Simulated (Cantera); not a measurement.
**Pyrogenic steam for wet oxidation**

A perfectly stirred reactor is fed with H2 : O2 : N2 = 0.97 : 1 : 0.91 (molar parts), equivalence ratio 0.48, at 100000 Pa; it is held at 1250 K, and followed from long to short residence time.

Detailed kinetics in Cantera: the H2/O2 subset of GRI-Mech 3.0, which has no nitrogen chemistry. The temperature is held fixed by assumption; the heat of reaction is taken as removed at once.

| τ (s) | x H2 | x O2 | x H | x O | x OH | x HO2 |
|---|---|---|---|---|---|---|
| 0.39 | 0.000430 | 0.215 | 1.22e-6 | 7.64e-6 | 0.000108 | 1.95e-5 |
| 0.16 | 0.000796 | 0.215 | 2.94e-6 | 1.56e-5 | 0.000140 | 3.39e-5 |
| 0.068 | 0.00140 | 0.215 | 6.86e-6 | 3.10e-5 | 0.000186 | 5.45e-5 |
| 0.028 | 0.00242 | 0.216 | 1.65e-5 | 6.24e-5 | 0.000257 | 8.35e-5 |
| 0.012 | 0.00393 | 0.216 | 3.80e-5 | 0.000119 | 0.000363 | 0.000118 |
| 0.0050 | 0.00626 | 0.217 | 8.99e-5 | 0.000228 | 0.000536 | 0.000159 |
| 0.0021 | 0.00969 | 0.218 | 0.000211 | 0.000423 | 0.000805 | 0.000202 |
| 0.00087 | 0.0149 | 0.220 | 0.000500 | 0.000771 | 0.00123 | 0.000246 |
x: mole fraction; the columns are a selection and need not sum to one.
